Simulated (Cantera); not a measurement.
A closed system holds: 1 mol CF4, 0.34 mol F2, 14 mol H2, held at 1948 K and 3.10 mbar.

Equilibrium computed with Cantera from the NASA thermochemical tables; the gas is ideal and each condensed phase is pure. Candidate condensed phases: C, C6H6, C7H8, C8H18; 95 gas species. The numbers say what is thermodynamically allowed, not how fast it happens.

Base state: H2 0.699, HF 0.284, H 0.0170, C2H2 (acetylene) 0.000377 (mole fractions); condensed: C(graphite).

Question: What changes in the equilibrium state with this change: pressure from 3.10 mbar to 13.3 mbar?

Answer: 
```tsv
species	before	after
H2	0.699	0.706
HF	0.284	0.285
H	0.0170	0.00822
C2H2 (acetylene)	0.000377	0.000381
C(graphite), mol	0.988	0.987
```

Question: What changes in the equilibrium state with this change: pressure from 3.10 mbar to 8.80 Pa?

Answer: 
| species | before | after |
|---|---|---|
| H2 | 0.699 | 0.631 |
| HF | 0.284 | 0.273 |
| H | 0.0170 | 0.0957 |
| F | 2.28e-6 | 1.37e-5 |
| C2H2 (acetylene) | 0.000377 | 0.000340 |
| C(graphite), mol | 0.988 | 0.988 |
